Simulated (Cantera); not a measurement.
Stirred combustor or abatement burner

A perfectly stirred reactor is fed with C3H8 : O2 : N2 = 1 : 4.3 : 11.1 (molar parts), at 110000 Pa; it is adiabatic with a 450 K inlet, and is followed from long to short residence time, starting on the burning branch (τ in s: 0.47, 0.2, 0.084, 0.035, 0.015, 0.0063, 0.0027, 0.0011, 0.00047, 0.0002, 8.4e-05, 3.5e-05, 1.5e-05).

Model: GRI-Mech 3.0 (53 species, 325 reactions), integrated in Cantera. GRI-Mech 3.0 was tuned for natural gas; its chemistry of propane as a main component is partial and can be far from experiment.

```
τ (s)    T (K)    x C3H8     x O2    x C2H      x NO    x CH2O   x CH2CO
-------  -----  --------  -------  -------  --------  --------  --------
0.47      2576   1.19e-8  0.00478  1.58e-9   0.00341   3.41e-8   7.63e-9
0.20      2575   2.79e-8  0.00482  3.68e-9   0.00336   7.88e-8   1.79e-8
0.084     2573   6.60e-8  0.00493  8.57e-9   0.00325   1.85e-7   4.23e-8
0.035     2568   1.56e-7  0.00518  1.96e-8   0.00301   4.31e-7   1.00e-7
0.015     2559   3.51e-7  0.00567  4.17e-8   0.00261   9.55e-7   2.29e-7
0.0063    2540   7.86e-7  0.00660  8.37e-8   0.00203   2.08e-6   5.24e-7
0.0027    2507   1.68e-6  0.00806  1.51e-7   0.00142   4.26e-6   1.16e-6
0.0011    2456   3.72e-6   0.0102  2.63e-7  0.000882   8.92e-6   2.69e-6
0.00047   2400   8.00e-6   0.0126  4.43e-7  0.000541   1.82e-5   5.91e-6
0.00020   2342   1.80e-5   0.0154  7.98e-7  0.000343   3.88e-5   1.33e-5
8.4e-5    2282   4.46e-5   0.0198  1.63e-6  0.000226   9.00e-5   3.25e-5
3.5e-5    2184  0.000139   0.0303  3.97e-6  0.000128  0.000243  0.000101
1.5e-5     450    0.0610    0.262   <1e-12    <1e-12    <1e-12    <1e-12
```
x: mole fraction; the columns are a selection and need not sum to one.
